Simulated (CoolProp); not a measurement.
Vapour-liquid equilibrium of dimethyl ether (1) + R236FA (2) at 294.8 K; x and y are mole fractions of (1).

Model: multi-fluid Helmholtz-energy mixture model, Wu 2011 and Pan 2012; pair parameters Bell 2016, in CoolProp.

```csv
x,bubble pressure (kPa),y at the bubble point,dew pressure at overall composition x (kPa),liquid density (mol/L)
0.05,244.5,0.057,244.2,9.226
0.2,254.2,0.247,251.2,9.886
0.35,274.8,0.456,262.8,10.60
0.5,311.0,0.657,280.9,11.38
0.65,365.0,0.818,309.2,12.23
0.8,434.6,0.926,356.8,13.14
0.95,510.7,0.987,458.7,14.13
```

No azeotrope shows between x = 0.05 and 0.95.

The pair parameters rest on a limited set of measurements; away from them the model extrapolates.
